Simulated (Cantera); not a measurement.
Ammonia decomposition in nitride growth gas

A perfectly stirred reactor is fed with NH₃ : N₂ = 1 : 0.15 (molar parts), at 18000 Pa; it is held at 1750 K, and followed from long to short residence time.

Detailed kinetics in Cantera: the gas-phase N/H chemistry of the illustrative SiF4/NH3 mechanism in the Surface Chemkin manual (1991). Walls and surfaces, which speed up NH3 decomposition in real reactors, are not modelled.

```tsv
τ (s)	x NH₃	x H₂	x N₂H₄	x N	x N₂H₂	x H	x NH
25	0.0951	0.621	4.28e-9	7.49e-8	1.02e-7	0.000177	1.05e-6
7.0	0.236	0.508	1.50e-8	7.68e-8	3.39e-7	0.000109	1.46e-6
1.9	0.481	0.311	3.92e-8	6.92e-8	9.18e-7	5.31e-5	1.79e-6
0.52	0.708	0.130	6.62e-8	5.08e-8	1.67e-6	1.96e-5	1.83e-6
0.14	0.819	0.0403	8.42e-8	2.49e-8	2.12e-6	6.02e-6	1.59e-6
0.039	0.855	0.0114	9.12e-8	8.23e-9	2.20e-6	1.77e-6	1.30e-6
0.011	0.866	0.00296	8.41e-8	2.29e-9	1.97e-6	5.09e-7	1.07e-6
0.0030	0.869	0.000581	5.25e-8	5.43e-10	1.20e-6	1.38e-7	7.19e-7
0.00081	0.869	7.85e-5	1.07e-8	1.01e-10	2.25e-7	4.69e-8	1.94e-7
0.00022	0.870	1.64e-5	8.69e-10	1.10e-11	1.57e-8	3.60e-8	1.82e-8
```
x: mole fraction; the columns are a selection and need not sum to one.
